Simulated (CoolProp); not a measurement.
Properties of R115 along the isotherm 500 K (Tc = 353.1 K, pc = 31.29 bar, ω = 0.248).

Model: reference Helmholtz-energy equation of state, Lemmon 2016, in CoolProp.

| p (bar) | phase | density (kg/m³) | cv (kJ/(kg K)) | speed of sound (m/s) | Joule-Thomson coefficient (K/MPa) | fugacity coefficient |
|---|---|---|---|---|---|---|
| 5.87 | gas | 22.20 | 0.8712 | 166.6 | 3.641 | 0.9826 |
| 11.7 | gas | 45.05 | 0.8728 | 164.3 | 3.688 | 0.9656 |
| 17.6 | gas | 69.02 | 0.8744 | 162.0 | 3.730 | 0.9487 |
| 23.5 | gas | 93.87 | 0.8761 | 159.8 | 3.764 | 0.9322 |
| 29.3 | gas | 119.2 | 0.8778 | 157.8 | 3.784 | 0.9163 |
| 35.2 | supercritical | 145.9 | 0.8796 | 155.9 | 3.789 | 0.9005 |
| 41.1 | supercritical | 173.4 | 0.8813 | 154.3 | 3.774 | 0.8851 |
| 46.9 | supercritical | 201.4 | 0.8830 | 153.0 | 3.737 | 0.8704 |
